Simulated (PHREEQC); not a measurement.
Copper plating or etch bath: an equilibrium model

A solution holds 0.0013 mol/kgw Cu(NO3)2 and 0.00011 mol/kgw FeCl3, at 52 °C. Closed to the air; pH follows from the charge balance.

The numbers come from PHREEQC with the ion-association model, phreeqc.dat.

Each row changes one thing in this solution. No solid was allowed to form.

```json
[
 {"case": "as made", "pH": "3.74", "ionic strength (mol/kgw)": "0.00425", "Fe(OH)2+ (mol/kgw)": "8.63e-5", "FeOH+2 (mol/kgw)": "2.33e-5", "Fe+3 (mol/kgw)": "2.12e-7", "Fe(OH)3 (mol/kgw)": "1.65e-7", "SI of Goethite (FeOOH)": "+6.15", "SI of Hematite (Fe2O3)": "+14.42"},
 {"case": "Cu(NO3)2 left out", "pH": "?", "ionic strength (mol/kgw)": "0.000352", "Fe(OH)2+ (mol/kgw)": "8.81e-5", "FeOH+2 (mol/kgw)": "2.16e-5", "Fe+3 (mol/kgw)": "1.68e-7", "Fe(OH)3 (mol/kgw)": "1.68e-7", "SI of Goethite (FeOOH)": "+6.16", "SI of Hematite (Fe2O3)": "+14.44"},
 {"case": "diluted 5-fold with water", "pH": "?", "ionic strength (mol/kgw)": "0.000847", "Fe(OH)2+ (mol/kgw)": "2.07e-5", "FeOH+2 (mol/kgw)": "1.13e-6", "Fe+3 (mol/kgw)": "2.00e-9", "Fe(OH)3 (mol/kgw)": "1.82e-7", "SI of Goethite (FeOOH)": "+6.19", "SI of Hematite (Fe2O3)": "+14.50"},
 {"case": "6.2e-05 mol/kgw KCl added", "pH": "3.74", "ionic strength (mol/kgw)": "0.00431", "Fe(OH)2+ (mol/kgw)": "8.63e-5", "FeOH+2 (mol/kgw)": "2.33e-5", "Fe+3 (mol/kgw)": "2.12e-7", "Fe(OH)3 (mol/kgw)": "1.65e-7", "SI of Goethite (FeOOH)": "+6.15", "SI of Hematite (Fe2O3)": "+14.42"},
 {"case": "temperature from 52 to 20 °C", "pH": "3.80", "ionic strength (mol/kgw)": "0.00428", "Fe(OH)2+ (mol/kgw)": "6.26e-5", "FeOH+2 (mol/kgw)": "4.51e-5", "Fe+3 (mol/kgw)": "2.04e-6", "Fe(OH)3 (mol/kgw)": "3.76e-8", "SI of Goethite (FeOOH)": "+6.26", "SI of Hematite (Fe2O3)": "+14.51"},
 {"case": "diluted 2-fold with water", "pH": "?", "ionic strength (mol/kgw)": "0.00212", "Fe(OH)2+ (mol/kgw)": "4.82e-5", "FeOH+2 (mol/kgw)": "6.58e-6", "Fe+3 (mol/kgw)": "2.97e-8", "Fe(OH)3 (mol/kgw)": "1.76e-7", "SI of Goethite (FeOOH)": "+6.18", "SI of Hematite (Fe2O3)": "+14.48"},
 {"case": "Cu(NO3)2 replaced by CuSO4 at the same molality", "pH": "3.80", "ionic strength (mol/kgw)": "0.00483", "Fe(OH)2+ (mol/kgw)": "8.75e-5", "FeOH+2 (mol/kgw)": "2.07e-5", "Fe+3 (mol/kgw)": "1.65e-7", "Fe(OH)3 (mol/kgw)": "1.93e-7", "SI of Goethite (FeOOH)": "+6.22", "SI of Hematite (Fe2O3)": "+14.56"}
]
```

### Question
Some entries are withheld; supply them.

### Answer

- Cu(NO3)2 left out, pH: 3.71
- diluted 5-fold with water, pH: 4.38
- diluted 2-fold with water, pH: 4.01

Species that the database lacks are ignored. Some of these states are supersaturated (in Hematite (slow to form), Goethite (slow to form), Fe(OH)3(a), for instance). Away from 25 °C the constants follow the database's enthalpies or fits; those with neither stay at their 25 °C values.
